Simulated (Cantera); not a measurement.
An isothermal, constant-pressure homogeneous reactor starts with 2.94 % C2H6, 97.1 % N2, at 1075 K and 0.133 bar.

Detailed kinetics in Cantera: GRI-Mech 3.0 (53 species, 325 reactions). GRI-Mech 3.0 stops at C3 and has no aromatics, soot or wall deposition, so with more carbon than oxygen in the feed, carbon stays in small species such as C2H2 where larger ones or solid carbon would form.

Predict: x(C2H6) at 10.0 s; x(C2H2) at 10.0 s; x(H) at 10.0 s; x(CH3) at 10.0 s; x(CH4) at 10.0 s.


| Quantity | Value |
|---|---|
| x(C2H6) at 10.0 s | 9.54e-5 (gas-phase equilibrium 5.31e-6) |
| x(C2H2) at 10.0 s | 0.00721 (gas-phase equilibrium 0.00570) |
| x(H) at 10.0 s | 1.18e-7 (gas-phase equilibrium 6.36e-9) |
| x(CH3) at 10.0 s | 1.57e-7 (gas-phase equilibrium 9.32e-8) |
| x(CH4) at 10.0 s | 0.00239 (gas-phase equilibrium 0.0200) |
